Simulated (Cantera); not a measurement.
Input: 1 mol CuF2, 1.4 mol H2, equilibrated at 1.33 mbar.

These are equilibrium values from Cantera (NASA tables, ideal gas, pure condensed phases), not measurements of a reactor. Candidate condensed phases: Cu, CuF2; 15 gas species. The numbers say what is thermodynamically allowed, not how fast it happens.

Q: At 1398 K, list the 4 most abundant gas species with their mole fractions, and the condensed phases.

A: HF 0.832, H2 0.167, Cu 0.000973, CuF 0.000175. Condensed: Cu(l).
